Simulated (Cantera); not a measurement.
Input: 1 mol CH₃SiCl₃, 1.2 mol C₂H₄, 6.9 mol H₂, at 46.0 mbar.

These are equilibrium values from Cantera (NASA tables, ideal gas, pure condensed phases), not measurements of a reactor. Candidate condensed phases: C, C₆H₆, C₇H₈, C₈H₁₈, Si, SiC; 109 gas species. The feed counts by its element totals alone. The tables' values for SiCl, SiCl₃ are old estimates; treat these amounts as uncertain. Gases not in the tables: Si₂H₆ and higher silanes. Rates play no part.

x: gas mole fraction; n: condensed amount in mol.

```csv
T (K),x H₂,x HCl,x H,x SiCl₂,x Cl,x C₂H₂ (acetylene),x Si,n C(graphite),n SiC(s)
1898,0.760,0.229,0.00318,0.00687,0.000721,?,9.84e-6,2.48,0.913
1948,0.760,0.226,0.00459,0.00773,0.00103,?,2.27e-5,2.49,0.902
1998,0.759,0.224,0.00652,0.00863,0.00143,?,5.03e-5,2.50,0.890
2048,0.757,0.221,0.00909,0.00954,0.00196,?,0.000107,2.50,0.877
2098,0.755,0.218,0.0125,0.0105,0.00265,?,0.000220,2.51,0.863
2148,0.751,0.214,0.0168,0.0114,0.00352,?,0.000436,2.52,0.846
2198,0.747,0.210,0.0224,0.0122,0.00460,?,0.000839,2.52,0.826
2248,0.740,0.206,0.0295,0.0131,0.00594,?,0.00157,2.53,0.798
```

Q: Some entries are withheld; supply them.

A: 
- 1898, x C₂H₂ (acetylene): 0.000286
- 1948, x C₂H₂ (acetylene): 0.000409
- 1998, x C₂H₂ (acetylene): 0.000575
- 2048, x C₂H₂ (acetylene): 0.000794
- 2098, x C₂H₂ (acetylene): 0.00108
- 2148, x C₂H₂ (acetylene): 0.00144
- 2198, x C₂H₂ (acetylene): 0.00189
- 2248, x C₂H₂ (acetylene): 0.00245
